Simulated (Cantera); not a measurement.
Feed: 1 mol Si3N4, 9.5 mol F2, 0.52 mol H2, held at 1.40 Pa.

Method: chemical equilibrium by Gibbs-energy minimisation in Cantera with the NASA 1993 tables (ideal gas, pure condensed phases). Candidate condensed phases: Si, Si3N4; 37 gas species. Equilibrium is a limit: real reactors are often held back by kinetics, nucleation or transport. All values below are at 1348 K.

Base state: F 0.497, SiF4 0.250, N2 0.167, HF 0.0867 (mole fractions); condensed: gas only.

**Question.** What changes in the equilibrium state with this change: H2 from 0.52 to 3.5 mol?

**Answer.** 
```json
[
 {"species": "HF", "before": "0.0867", "after": "0.583"},
 {"species": "SiF4", "before": "0.250", "after": "0.250"},
 {"species": "N2", "before": "0.167", "after": "0.167"},
 {"species": "F", "before": "0.497", "after": "4.15e-6"}
]
```
